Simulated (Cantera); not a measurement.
A closed system holds: 1 mol FeS, 0.56 mol O2, 0.11 mol CO2, equilibrated at 101000 Pa.

These are equilibrium values from Cantera (NASA tables, ideal gas, pure condensed phases), not measurements of a reactor. Candidate condensed phases: C, Fe, Fe(CO)5, FeO, FeS, FeSO4, FeS2, Fe2O3, Fe2(SO4)3, Fe3O4, S; 25 gas species. Metal and sulfide melt together well below either melting point, which pure phases cannot show. Mutual solubility and eutectic melting of coexisting phases are not modelled. The tables' stoichiometric FeO is somewhat more stable than real wüstite, so its field is too wide. FeO, FeS: taken at fixed stoichiometry. Gases not in the tables: S3 to S7. The numbers say what is thermodynamically allowed, not how fast it happens.

Question: Which condensed phases are stable at each of these points (T (°C)): 550, 600, 650, 700, 750, 800, 850, 900, 950, 1000, 1050, 1100, 1150, 1200?

Answer: 
```csv
T (°C),condensed phases,Fe condensed (%)
550,FeS2(s) + Fe3O4(s),100.0
600,FeS2(s) + Fe3O4(s),100.0
650,FeS(s) + Fe3O4(s),100.0
700,FeS(s) + Fe3O4(s),100.0
750,FeS(s) + Fe3O4(s),100.0
800,FeS(s) + Fe3O4(s),100.0
850,FeS(s) + Fe3O4(s),100.0
900,FeS(s) + Fe3O4(s),100.0
950,FeS(s) + Fe3O4(s),100.0
1000,FeS(s) + Fe3O4(s),100.0
1050,FeS(s) + Fe3O4(s),100.0
1100,FeS(s) + Fe3O4(s),100.0
1150,FeS(s) + Fe3O4(s),100.0
1200,FeO(s) + FeS(l),100.0
```

From 550 °C to 600 °C the condensed part is FeS2(s) + Fe3O4(s). From 650 °C to 1150 °C the condensed part is FeS(s) + Fe3O4(s). At 1200 °C the condensed part is FeO(s) + FeS(l).
